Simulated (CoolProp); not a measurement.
Vapour-liquid equilibrium of R1234yf (1) + isobutane (2) at 13.2 kPa; x and y are mole fractions of (1).

Computed with CoolProp (multi-fluid Helmholtz-energy mixture model, Lemmon 2022 and Bücker 2006; pair parameters Bell 2016).

**Question.** Give the bubble temperature and the first vapour's composition at x = 0.15, 0.65, 0.75. Is there an azeotrope?

**Answer.** x = 0.15: 208.1 K, y = 0.548; x = 0.65: 204.7 K, y = 0.719; x = 0.75: 204.6 K, y = 0.757. y crosses x between x = 0.75 and 0.85: the model has an azeotrope there.

Pair parameters are fitted to limited data, so mixtures are less certain than the pure fluids.
